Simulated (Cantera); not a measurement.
A closed system holds: 1 mol Cu2O, 2.3 mol CO, 1.6 mol H2, at 1200 Pa.

Equilibrium computed with Cantera from the NASA thermochemical tables; the gas is ideal and each condensed phase is pure. Candidate condensed phases: C, C6H6, C7H8, C8H18, Cu, CuO, Cu(OH)2, Cu2O, H2O; 113 gas species. Rates play no part. All values below are at 2425 K.

Base state: CO 0.330, Cu 0.326, H2 0.124, H2O 0.103, H 0.0576, CO2 0.0458, OH 0.00909, O 0.00281 (mole fractions); condensed: gas only.

Problem. What changes in the equilibrium state with this change: H2 from 1.6 to 0.21 mol?

Solution. 
```json
[
 {"species": "Cu", "before": "0.326", "after": "0.429"},
 {"species": "CO", "before": "0.330", "after": "0.341"},
 {"species": "CO2", "before": "0.0458", "after": "0.153"},
 {"species": "H2", "before": "0.124", "after": "0.00906"},
 {"species": "O2", "before": "0.000965", "after": "0.0101"},
 {"species": "H2O", "before": "0.103", "after": "0.0243"},
 {"species": "H", "before": "0.0576", "after": "0.0156"},
 {"species": "CuO", "before": "8.41e-5", "after": "0.000357"},
 {"species": "O", "before": "0.00281", "after": "0.00906"},
 {"species": "Cu2", "before": "0.000154", "after": "0.000266"}
]
```

Problem. What changes in the equilibrium state with this change: CO from 2.3 to 5.1 mol?

Solution. 
```csv
species,before,after
CO,0.330,0.519
Cu,0.326,0.223
H2,0.124,0.0961
H2O,0.103,0.0542
H,0.0576,0.0506
CO2,0.0458,0.0490
O2,0.000965,0.000444
CuO,8.41e-5,3.90e-5
```
